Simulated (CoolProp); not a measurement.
Carbon monoxide at 298.15 K and 4.73 MPa is throttled through a valve to 2.22 MPa with no heat exchange. Each further row changes one setting.

Model: reference Helmholtz-energy equation of state, Lemmon 2006, in CoolProp. It is a short technical equation, of lower accuracy than the large ones.

| case | temperature change (K) | final density (kg/m³) |
|---|---|---|
| as stated | -5.6 | 25.8 |
| outlet pressure 0.666 MPa | -9.6 | 7.80 |
| outlet pressure 2.89 MPa | -4.1 | 33.4 |
